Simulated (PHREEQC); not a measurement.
A PHREEQC speciation (ion-association model, wateq4f.dat) at 35 °C gives pH 6.89 and these molalities:

| species | mol/kgw |
|---|---|
| Na+ | 0.144 |
| SO4-2 | 0.0666 |
| NaSO4- | 0.0142 |
| MnSO4 | 0.00217 |
| Mn+2 | 0.00183 |
| HSO4- | 4.07e-7 |

### Question
What are the element totals, and what could have been dissolved in 1 kg of water to give them?

### Answer
This is not unique; one that fits is totals Mn(2) 0.00400, Na 0.158, S(6) 0.0830 mol/kgw, from 0.004 mol MnSO4 and 0.079 mol Na2SO4 per kg of water.

No solid was allowed to form.
